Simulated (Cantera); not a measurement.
Charge: 1 mol Si3N4, 1.2 mol CO2, 870 mol N2, 0.41 mol H2O, equilibrated at 1350 K and 5.60 mbar.

Method: chemical equilibrium by Gibbs-energy minimisation in Cantera with the NASA 1993 tables (ideal gas, pure condensed phases). Candidate condensed phases: C, C6H6, C7H8, C8H18, H2O, Si, SiC, SiO2, Si2N2O, Si3N4; 151 gas species. Mutual solubility and eutectic melting of coexisting phases are not modelled. The tables hold silica as quartz up to 1696 K and as liquid above; real silica turns to tridymite and cristobalite and melts near 1996 K. Equilibrium is a limit: real reactors are often held back by kinetics, nucleation or transport.

Base state: N2 0.998, CO 0.00138, H2 0.000470, SiO 2.54e-5 (mole fractions); condensed: SiO2(β-quartz) + Si2N2O(s).

Task: What changes in the equilibrium state with this change: temperature from 1350 K to 2023 K?

Result: 
```json
[
 {"species": "N2", "before": "0.998", "after": "0.995"},
 {"species": "SiO", "before": "2.54e-5", "after": "0.00184"},
 {"species": "Si", "before": "<1e-9", "after": "0.00153"},
 {"species": "SiN", "before": "<1e-9", "after": "2.81e-5"},
 {"species": "H", "before": "6.90e-7", "after": "0.000409"},
 {"species": "H2", "before": "0.000470", "after": "0.000260"},
 {"species": "SiO2(β-quartz), mol", "before": "0.0659", "after": "0"},
 {"species": "Si2N2O(s), mol", "before": "1.46", "after": "0"}
]
```
The tables' values for SiN are old estimates; treat these amounts as uncertain.

Task: What changes in the equilibrium state with this change: CO2 from 1.2 to 0.01 mol?

Result: 
```json
[
 {"species": "N2", "before": "0.998", "after": "1.000"},
 {"species": "H2", "before": "0.000470", "after": "0.000470"},
 {"species": "CO", "before": "0.00138", "after": "1.10e-5"},
 {"species": "SiO", "before": "2.54e-5", "after": "1.81e-7"},
 {"species": "SiO2(β-quartz), mol", "before": "0.0659", "after": "0"},
 {"species": "Si2N2O(s), mol", "before": "1.46", "after": "0.420"},
 {"species": "Si3N4(s), mol", "before": "0", "after": "0.720"}
]
```
